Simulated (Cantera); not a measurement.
An adiabatic, constant-pressure homogeneous reactor starts with 11.2 % CH3OH, 18.7 % O2, 70.1 % N2, at 1473 K and 19500 Torr.

Model: GRI-Mech 3.0 (53 species, 325 reactions), integrated in Cantera. GRI-Mech 3.0 was tuned for natural gas; its chemistry of methanol as a main component is partial and can be far from experiment. The pressure lies above the range GRI-Mech 3.0 was tuned for (to about 10 atm).

**Question.** Predict: time of steepest temperature rise; temperature at 0.100 s; equilibrium temperature; x(O2) at 0.100 s; x(H2) at 0.100 s; x(HCO) at 0.100 s.

**Answer.** 
```
Quantity                                                            Result
---------------------------------  ---------------------------------------
time of steepest temperature rise                                  21.1 µs
temperature at 0.100 s                                              2871 K
equilibrium temperature                                             2871 K
x(O2) at 0.100 s                     0.0222 (gas-phase equilibrium 0.0222)
x(H2) at 0.100 s                   0.00727 (gas-phase equilibrium 0.00727)
x(HCO) at 0.100 s                  8.85e-8 (gas-phase equilibrium 8.85e-8)
```
